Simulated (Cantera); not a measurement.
A closed system holds: 1 mol Zr, 17 mol H2O, at 1102 °C and 10.0 Torr.

Cantera equilibrium calculation (NASA polynomials, part measured and part estimated; ideal gas, pure solids and liquids). Candidate condensed phases: H2O, Zr, ZrO2; 12 gas species. The numbers say what is thermodynamically allowed, not how fast it happens.

Base state: H2O 0.882, H2 0.118, H 1.02e-5 (mole fractions); condensed: ZrO2(monoclinic).

Task: What changes in the equilibrium state with this change: temperature from 1102 °C to 2152 °C?

Result: 
| species | before | after |
|---|---|---|
| H2O | 0.882 | 0.690 |
| H2 | 0.118 | 0.161 |
| H | 1.02e-5 | 0.0621 |
| OH | 1.37e-6 | 0.0506 |
| O2 | <1e-9 | 0.0232 |
| O | <1e-9 | 0.0131 |
| ZrO2(monoclinic), mol | 1.00 | 0 |
| ZrO2(tetragonal), mol | 0 | 1.000 |
